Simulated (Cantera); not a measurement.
Input: 1 mol CF4, 0.2 mol H2, held at 1350 °C.

Cantera equilibrium calculation (NASA polynomials, part measured and part estimated; ideal gas, pure solids and liquids). Candidate condensed phases: C, C6H6, C7H8, C8H18; 95 gas species. Gases not in the tables: C2F6 and larger saturated fluorocarbons. Kinetics and transport are ignored.

Q: At 0.190 bar, list the 5 most abundant gas species with their mole fractions, and the condensed phases.

A: CF4 0.692, HF 0.308, CF2 0.000445, CF3 0.000143, F 4.29e-5. Condensed: C(graphite).
